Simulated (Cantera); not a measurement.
## Ignition delay

Mixture: CH₃OH : O₂ : N₂ = 1 : 2.24 : 8.42 (molar parts), at 6080 Torr, adiabatic and at constant volume. Ignition delay is the time to a rise of 400 K.

Detailed kinetics in Cantera: GRI-Mech 3.0 (53 species, 325 reactions). GRI-Mech 3.0 was tuned for natural gas; its chemistry of methanol as a main component is partial and can be far from experiment.

```csv
T0 (K),delay (ms)
1025,59.3
1075,19.6
1125,7.14
1175,2.84
1225,1.22
1275,0.567
1325,0.281
```

| Quantity | Result |
|---|---|
| apparent activation energy between 1225 and 1325 K | 200 kJ/mol |
